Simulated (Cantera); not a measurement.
What does this Cantera script print?

```python
import numpy as np
import cantera as ct

gas_names = [...]  # 110 gases of nasa_gas.yaml made of C, H, O
cond_names = """
    C(gr) C6H6(L) C7H8(L) C8H18(L),n-octa H2O(s) H2O(L)
""".split()


# ... load() reads the species with a 1 bar reference pressure and builds the phases ...
atoms = {
    'acetone': {'C': 3, 'H': 6, 'O': 1},
    'O2': {'O': 2},
}
top_T = {'C(gr)': 4500}  # K; cautious upper limits of use, not melting points


# ... equilibrate(T, P, feed) seeds the gas with the atoms and calls Mixture.equilibrate('TP', solver="vcs", rtol=1e-11, max_steps=5000) ...
results = []
feed = {'acetone': 1, 'O2': 0.0071}  # mol
T = 1825  # K
P = 39  # Pa
mix = equilibrate(T, P, feed)
results.append((T, P, feed, dict(zip(mix.species_names, mix.species_moles))))
print(gas.report(threshold=0.0001))
for i in range(1, mix.n_phases):
    print(f"{mix.phase(i).name:16s} {mix.phase_moles(i):12.5e} mol")
```

It prints:

```
       temperature   1825 K
          pressure   39 Pa
           density   2.1861e-05 kg/m^3
  mean mol. weight   8.5054 kg/kmol
   phase of matter   gas

                          1 kg             1 kmol
                     ---------------   ---------------
          enthalpy        2.8371e+06        2.4131e+07  J
   internal energy        1.0531e+06        8.9567e+06  J
           entropy             32093        2.7296e+05  J/K
    Gibbs function       -5.5732e+07       -4.7403e+08  J
 heat capacity c_p            3990.9             33945  J/K
 heat capacity c_v            3013.4             25630  J/K

                      mass frac. Y      mole frac. X     chem. pot. / RT
                     ---------------   ---------------   ---------------
                CO            0.8241           0.25025           -43.914
    C2H2,acetylene        0.00048031         0.0001569           -32.503
                 H         0.0022589          0.019061           -13.678
                H2           0.17316           0.73054           -27.356
     [ +106 minor]        6.9107e-07        3.1062e-07

C(gr)             1.98453e+00 mol
```

Cantera equilibrium calculation (NASA polynomials, part measured and part estimated; ideal gas, pure solids and liquids). The feed counts by its element totals alone.
